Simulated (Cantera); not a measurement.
Cantera run:

```python
import numpy as np
import cantera as ct

gas_names = [...]  # 113 gases of nasa_gas.yaml made of C, Cu, H, O
cond_names = """
    C(gr) C6H6(L) C7H8(L) C8H18(L),n-octa Cu(cr) Cu(L) CuO(s) CuO2H2(s) Cu2O(s) Cu2O(L) H2O(s) H2O(L)
""".split()


# ... load() reads the species with a 1 bar reference pressure and builds the phases ...
atoms = {
    'Cu': {'Cu': 1},
    'CO2': {'C': 1, 'O': 2},
    'H2': {'H': 2},
}
top_T = {'C(gr)': 4500, 'CuO(s)': 1390}  # K; cautious upper limits of use, not melting points


# ... equilibrate(T, P, feed) seeds the gas with the atoms and calls Mixture.equilibrate('TP', solver="vcs", rtol=1e-11, max_steps=5000) ...
results = []
T = 973  # K
P = 130000  # Pa
for m in [18, 23, 31, 41, 54, 71, 94, 120]:
    feed = {'Cu': 1, 'CO2': 0.77, 'H2': m}  # mol
    mix = equilibrate(T, P, feed)
    results.append((T, P, feed, dict(zip(mix.species_names, mix.species_moles))))

top = {s: max(r[3][s] / sum(r[3][g] for g in gas_names) for r in results) for s in gas_names}
cols = sorted((s for s in top if top[s] > 0.001), key=lambda s: -top[s])[:9]
seen = [c for c in cond_names if any(r[3].get(c, 0) > 1e-12 for r in results)]
print("log10 of partial pressures in bar; condensed amounts in mol")
print(f"{'n(H2)':>10s}" + "".join(f"{s[:9]:>10s}" for s in cols + seen))
for T, P, feed, n in results:
    ng = sum(n[g] for g in gas_names)
    print(f"{feed['H2']:10.4g}" + "".join(f"{np.log10(max(n[s] / ng * P / 1e5, 1e-99)):10.3f}" for s in cols)
          + "".join(f"{n.get(c, 0):10.4g}" for c in seen))
```

Output:

```
log10 of partial pressures in bar; condensed amounts in mol
     n(H2)        H2       H2O       CH4        CO       CO2    Cu(cr)
        18     0.064    -1.070    -1.499    -1.664    -2.591         1
        23     0.074    -1.153    -1.556    -1.833    -2.852         1
        31     0.084    -1.259    -1.637    -2.050    -3.185         1
        41     0.091    -1.364    -1.724    -2.263    -3.510         1
        54     0.096    -1.471    -1.817    -2.479    -3.838         1
        71     0.100    -1.580    -1.916    -2.699    -4.172         1
        94     0.103    -1.695    -2.022    -2.930    -4.520         1
       120     0.106    -1.796    -2.117    -3.133    -4.827         1
```

Equilibrium computed with Cantera from the NASA thermochemical tables; the gas is ideal and each condensed phase is pure.
